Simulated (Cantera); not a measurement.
Thermodynamics of calcination and drying, feed CsOH + H2

Input: 1 mol CsOH, 0.17 mol H2, equilibrated at 17.0 Pa.

Method: chemical equilibrium by Gibbs-energy minimisation in Cantera with the NASA 1993 tables (ideal gas, pure condensed phases). Candidate condensed phases: Cs, CsOH, H2O; 15 gas species. Rates play no part.

| T (K) | x CsOH | x Cs | x H2O | x H2 | x O2 | x OH |
|---|---|---|---|---|---|---|
| 898 | 0.729 | 0.0835 | 0.0835 | 0.0983 | <1e-12 | 2.06e-12 |
| 998 | 0.666 | 0.132 | 0.132 | 0.0698 | <1e-12 | 1.79e-10 |
| 1098 | 0.600 | 0.179 | 0.179 | 0.0431 | <1e-12 | 7.19e-9 |
| 1198 | 0.548 | 0.215 | 0.215 | 0.0223 | 8.07e-11 | 1.65e-7 |
| 1298 | 0.517 | 0.236 | 0.236 | 0.00987 | 2.37e-8 | 2.53e-6 |
| 1398 | 0.503 | 0.247 | 0.247 | 0.00403 | 4.23e-6 | 2.78e-5 |
| 1498 | 0.494 | 0.252 | 0.251 | 0.00172 | 0.000426 | 0.000226 |
| 1598 | 0.439 | 0.284 | 0.263 | 0.00131 | 0.00991 | 0.00115 |
| 1698 | 0.312 | 0.359 | 0.289 | 0.00241 | 0.0329 | 0.00336 |
| 1798 | 0.192 | 0.428 | 0.309 | 0.00537 | 0.0544 | 0.00748 |
| 1898 | 0.109 | 0.471 | 0.312 | 0.0117 | 0.0694 | 0.0142 |
x: gas mole fraction; nothing condenses.

From 898 K to 1898 K nothing is condensed. The main Cs-bearing gas is CsOH at 898 K and Cs at 1898 K.
